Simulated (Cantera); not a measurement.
An adiabatic, constant-pressure homogeneous reactor starts with 15.9 % CH4, 17.6 % O2, 66.5 % N2, at 1275 K and 250000 Pa.

Detailed kinetics in Cantera: GRI-Mech 3.0 (53 species, 325 reactions).

Task: Predict: time of steepest temperature rise; temperature at 1.00 s; equilibrium temperature; x(O2) at 1.00 s; x(CH2O) at 1.00 s; x(H2) at 1.00 s; x(HCO) at 1.00 s.

Result: 
```
Item                                                                 Value
---------------------------------  ---------------------------------------
time of steepest temperature rise                                  10.4 ms
temperature at 1.00 s                                               2453 K
equilibrium temperature                                             2453 K
x(O2) at 1.00 s                    1.17e-5 (gas-phase equilibrium 1.17e-5)
x(CH2O) at 1.00 s                  1.51e-8 (gas-phase equilibrium 1.51e-8)
x(H2) at 1.00 s                        0.129 (gas-phase equilibrium 0.129)
x(HCO) at 1.00 s                   2.07e-7 (gas-phase equilibrium 2.07e-7)
```
